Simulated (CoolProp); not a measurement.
The fluid at 293.15 K and 0.294 MPa flows at 0.74 m/s in a round tube of 12.7 mm bore and 1.5 µm roughness, fully developed (64/Re and Nu = 3.66 if laminar; Colebrook and Gnielinski if turbulent). The same conditions are run with several fluids, on thermodynamics alone (safety and materials aside).

The numbers come from the reference Helmholtz-energy equation of state of each fluid (water: Wagner 2002; n-decane: Lemmon 2006; n-butane: Bücker 2006; ethylbenzene: Zhou 2012; R245fa: Akasaka 2015) in CoolProp.

| fluid | Reynolds number | Darcy friction factor | pressure drop (Pa/m) | heat-transfer coefficient (W/(m² K)) | mass flow (kg/h) |
|---|---|---|---|---|---|
| water | 9370 | 0.0316 | 680 | 3490 | 337 |
| n-decane | 7500 | 0.0335 | ___ | ___ | 247 |
| n-butane | 32700 | ___ | 291 | 1480 | ___ |
| ethylbenzene | ___ | 0.0293 | 548 | 1070 | ___ |
| R245fa | 30300 | 0.0238 | 693 | 1470 | ___ |

Task: Complete the blanks.

Result: 
- n-decane, pressure drop (Pa/m): 528
- n-decane, heat-transfer coefficient (W/(m² K)): 817
- n-butane, Darcy friction factor: 0.0233
- n-butane, mass flow (kg/h): 195
- ethylbenzene, Reynolds number: 12600
- ethylbenzene, mass flow (kg/h): 293
- R245fa, mass flow (kg/h): 456

Transport values come from each fluid's own correlations; those of ethylbenzene, R245fa are estimates that may be off by 10 % or more.
